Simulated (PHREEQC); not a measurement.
A solution holds 0.0056 mol/kgw HNO3 and 0.0014 mol/kgw CuSO4, at 25 °C. Closed to the air; pH follows from the charge balance.

Computed with PHREEQC (ion-association model, wateq4f.dat).

**Question.** The ionic strength comes out as 0.0101 mol/kgw. What activity coefficients do NO3-, SO4-2, Cu+2, H+, HSO4- get?

**Answer.** NO3- 0.90, SO4-2 0.67, Cu+2 0.67, H+ 0.91, HSO4- 0.90.

Precipitation was switched off in this run.
